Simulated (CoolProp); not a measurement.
Properties of carbon dioxide at several states.

Model: reference Helmholtz-energy equation of state, Span 1996, in CoolProp.

```tsv
T (K)	p (MPa)	phase	density (kg/m³)	speed of sound (m/s)
663	0.0296	gas	0.2363	388.6
651	0.0479	gas	0.3895	385.3
664.7	2.49	gas	19.87	390.3
764.3	0.0922	gas	0.6385	415.6
```
